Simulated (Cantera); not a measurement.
An isothermal, constant-pressure homogeneous reactor starts with C₂H₆ : N₂ = 1 : 16 (molar parts), at 1050 K and 20.0 Torr.

Detailed kinetics in Cantera: GRI-Mech 3.0 (53 species, 325 reactions). GRI-Mech 3.0 stops at C3 and has no aromatics, soot or wall deposition, so with more carbon than oxygen in the feed, carbon stays in small species such as C2H2 where larger ones or solid carbon would form. Radical loss at walls, strong at low pressure, is not modelled.

Task: Predict: x(C₂H₆) at 3.00 s; x(CH₄) at 3.00 s; x(H₂) at 3.00 s; x(C₂H₄) at 3.00 s.

Result: 
```json
{
  "x(C₂H₆) at 3.00 s": "0.0253 (gas-phase equilibrium 6.52e-6)",
  "x(CH₄) at 3.00 s": "0.00250 (gas-phase equilibrium 0.0356)",
  "x(H₂) at 3.00 s": "0.0300 (gas-phase equilibrium 0.0521)",
  "x(C₂H₄) at 3.00 s": "0.0294 (gas-phase equilibrium 0.00397)"
}
```
